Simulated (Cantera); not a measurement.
Input: 1 mol SiH4, 46 mol N2O, equilibrated at 0.100 bar.

These are equilibrium values from Cantera (NASA tables, ideal gas, pure condensed phases), not measurements of a reactor. Candidate condensed phases: H2O, Si, SiO2, Si2N2O, Si3N4; 35 gas species. Kinetics and transport are ignored.

Problem. At 975 K, list the 4 most abundant gas species with their mole fractions, and the condensed phases.

Solution. N2 0.667, O2 0.304, H2O 0.0290, NO 2.61e-5. Condensed: SiO2(β-quartz).
